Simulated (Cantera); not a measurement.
Feed: 1 mol Al2O3, 0.32 mol Cl2, 0.044 mol H2, at 1800 Pa.

Cantera equilibrium calculation (NASA polynomials, part measured and part estimated; ideal gas, pure solids and liquids). Candidate condensed phases: Al, AlCl3, Al2O3, H2O; 29 gas species. Rates play no part.

**Question.** At 1227 °C, list the 6 most abundant gas species with their mole fractions, and the condensed phases.

**Answer.** Cl2 0.474, Cl 0.300, HCl 0.205, AlCl3 0.0123, O2 0.00916, ClO 9.47e-5. Condensed: Al2O3(s).
